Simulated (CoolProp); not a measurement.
Vapour-liquid equilibrium of ethylene (1) + isobutane (2) at 0.149 MPa; x and y are mole fractions of (1).

Values from CoolProp's multi-fluid Helmholtz-energy mixture model, Smukala 2000 and Bücker 2006; pair parameters Bell 2016.

**Question.** Give the bubble temperature and the first vapour's composition at x = 0.5, 0.8, 0.95. Is there an azeotrope?

**Answer.** x = 0.5: 191.5 K, y = 0.993; x = 0.8: 180.7 K, y = 0.999; x = 0.95: 177.2 K, y = 1.000. No azeotrope shows between x = 0.05 and 0.95.

The pair parameters rest on a limited set of measurements; away from them the model extrapolates.
